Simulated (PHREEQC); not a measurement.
Consider water at 87 °C with 3.1 mol NaOH, 0.099 mol K2SO4 and 0.14 mol NaCl per kg of water. Closed to the air; pH follows from the charge balance.

The numbers come from PHREEQC with the Pitzer model, pitzer.dat.

**Question.** The ionic strength comes out as 3.54 mol/kgw. What activity coefficients do OH-, Cl-, Na+, SO4-2, K+ get?

**Answer.** OH- 0.92, Cl- 0.57, Na+ 0.64, SO4-2 0.024, K+ 0.68. Single-ion values are on the MacInnes scale.

Precipitation was switched off in this run. Species that the database lacks are ignored. In brines, pH and single-ion activities rest on the MacInnes convention. Constants without temperature data keep their 25 °C values here.
